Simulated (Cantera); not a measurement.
# Pyrogenic steam for wet oxidation

A perfectly stirred reactor is fed with 50.4 % H2, 28.0 % O2, 21.6 % N2, equivalence ratio 0.90, at 0.170 bar; it is held at 1150 K, and followed from long to short residence time.

Detailed kinetics in Cantera: the H2/O2 subset of GRI-Mech 3.0, which has no nitrogen chemistry. The temperature is held fixed by assumption; the heat of reaction is taken as removed at once.

```csv
τ (s),x H2,x O2,x H,x H2O2,x O,x HO2,x OH
0.71,0.00157,0.0381,0.000102,2.30e-6,6.80e-5,1.31e-5,0.000435
0.30,0.00270,0.0386,0.000238,3.03e-6,0.000126,1.65e-5,0.000591
0.13,0.00453,0.0394,0.000534,3.72e-6,0.000226,1.96e-5,0.000795
0.053,0.00778,0.0410,0.00125,4.31e-6,0.000415,2.26e-5,0.00109
0.022,0.0129,0.0435,0.00278,4.65e-6,0.000740,2.54e-5,0.00148
0.0094,0.0207,0.0475,0.00582,4.77e-6,0.00127,2.84e-5,0.00197
0.0039,0.0326,0.0539,0.0119,4.72e-6,0.00219,3.22e-5,0.00265
0.0017,0.0486,0.0630,0.0220,4.58e-6,0.00358,3.65e-5,0.00346
```
x: mole fraction; the columns are a selection and need not sum to one.
